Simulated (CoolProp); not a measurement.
R1233zd(E) at several states: Z from the reference equation and from simpler models built on Tc = 165.7 °C, pc = 35.83 bar, ω = 0.304; each cubic takes its own stable root.

Computed with CoolProp (reference Helmholtz-energy equation of state, Akasaka 2022).

```tsv
T (°C)	p (bar)	phase	reference	van der Waals	Redlich-Kwong	Soave-Redlich-Kwong	Peng-Robinson
-70.45	0.792	liquid	0.004167	0.007151	0.004806	0.004700	0.004184
118.95	1.98	gas	0.9706	0.9781	0.9736	0.9721	0.9697
104.75	3.76	gas	0.9348	0.9536	0.9429	0.9387	0.9341
122.25	35.1	liquid	0.1407	0.2302	0.1717	0.1633	0.1446
18.75	151	liquid	0.6176	0.9872	0.6972	0.6782	0.6033
2.25	150	liquid	0.6343	1.023	0.7175	0.6987	0.6219
```
